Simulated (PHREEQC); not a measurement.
Dissolve 0.097 mol/kgw Na2CO3 and 4.7e-05 mol/kgw LiCl at 17 °C. Closed to the air; pH follows from the charge balance.

Equilibrium calculation in PHREEQC: ion-association model, phreeqc.dat.

| Item | Value |
|---|---|
| pH | 11.47 |
| ionic strength | 0.218 mol/kgw |
| specific conductance | 10300 µS/cm |
| density | 1.010 g/cm³ |
| total alkalinity | 194 meq/kg |

| species | molality | activity | log γ |
|---|---|---|---|
| Na+ | 0.159 | 0.118 | -0.127 |
| CO3-2 | 0.0594 | 0.0181 | -0.515 |
| NaCO3- | 0.0354 | 0.0264 | -0.127 |
| OH- | 0.00223 | 0.00156 | -0.153 |
| HCO3- | 0.00212 | 0.00158 | -0.129 |
| NaHCO3 | 0.000105 | 0.000110 | 0.022 |
| Cl- | 4.70e-5 | 3.35e-5 | -0.147 |
| Li+ | 4.70e-5 | 3.54e-5 | -0.123 |
| CO2 | 1.30e-8 | 1.37e-8 | 0.022 |

Precipitation was switched off in this run.
